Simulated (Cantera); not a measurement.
A perfectly stirred reactor is fed with 10.9 % CO, 5.11 % H2, 16.0 % O2, 60.2 % N2, 7.83 % CO2, equivalence ratio 0.50, at 7500 Torr; it is adiabatic with a 375 K inlet, and is followed from long to short residence time, starting on the burning branch (τ in s: 0.063, 0.03, 0.014, 0.0067, 0.0032, 0.0015, 0.00072, 0.00034, 0.00016, 7.7e-05, 3.7e-05, 1.7e-05, 8.3e-06).

Detailed kinetics in Cantera: GRI-Mech 3.0 (53 species, 325 reactions). The hydrogen kinetics of GRI-Mech 3.0 are dated; newer H2 mechanisms differ, most at raised pressure.

x: mole fraction; the columns are a selection and need not sum to one.

```csv
τ (s),T (K),x CO,x H2,x O2,x O,x HO2,x OH
0.063,1632,0.000399,1.84e-5,0.0871,1.49e-5,2.34e-6,0.000194
0.030,1630,___,___,0.0872,___,___,___
0.014,1626,0.00116,5.22e-5,0.0874,3.78e-5,6.42e-6,0.000291
0.0067,1620,0.00196,8.75e-5,0.0877,6.04e-5,1.06e-5,0.000352
0.0032,1610,0.00337,0.000149,0.0884,9.63e-5,1.78e-5,0.000416
0.0015,1590,0.00602,0.000265,0.0896,0.000152,3.05e-5,0.000472
0.00072,1550,0.0114,0.000509,0.0921,0.000222,5.43e-5,0.000473
0.00034,375,0.109,0.0511,0.160,<1e-12,<1e-12,<1e-12
0.00016,375,0.109,0.0511,0.160,<1e-12,<1e-12,<1e-12
7.7e-5,375,0.109,0.0511,0.160,<1e-12,<1e-12,<1e-12
3.7e-5,375,0.109,0.0511,0.160,<1e-12,<1e-12,<1e-12
1.7e-5,375,0.109,0.0511,0.160,<1e-12,<1e-12,<1e-12
8.3e-6,375,0.109,0.0511,0.160,<1e-12,<1e-12,<1e-12
```

Question: Complete the blanks.

Answer: 
- 0.030, x CO: 0.000675
- 0.030, x H2: 3.07e-5
- 0.030, x O: 2.34e-5
- 0.030, x HO2: 3.83e-6
- 0.030, x OH: 0.000238
